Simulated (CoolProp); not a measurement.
c-C4F8 (RC318) at 493.54 K and 0.526 MPa flows at 0.25 m/s in a round tube of 2 mm bore and 15 µm roughness, fully developed (64/Re and Nu = 3.66 if laminar; Colebrook and Gnielinski if turbulent). Each further row changes one setting.

Values from CoolProp's reference Helmholtz-energy equation of state, Platzer 1990. This equation is an older, rougher fit.

```tsv
case	Reynolds number	Darcy friction factor	pressure drop (Pa/m)	heat-transfer coefficient (W/(m² K))	mass flow (kg/h)
as stated	691	[?]	[?]	47.6	0.0744
velocity 0.5 m/s	1380	0.0463	76.1	47.6	0.149
diameter 4 mm	1380	0.0463	[?]	[?]	0.298
```

Task: Complete the blanks.

Result: 
- as stated, Darcy friction factor: 0.0926
- as stated, pressure drop (Pa/m): 38.1
- diameter 4 mm, pressure drop (Pa/m): 9.52
- diameter 4 mm, heat-transfer coefficient (W/(m² K)): 23.8

Viscosity comes from a separate model (Huber 2003), an estimate that may be off by 10 % or more. Thermal conductivity comes from a separate model (Huber 2003), an estimate that may be off by 10 % or more.
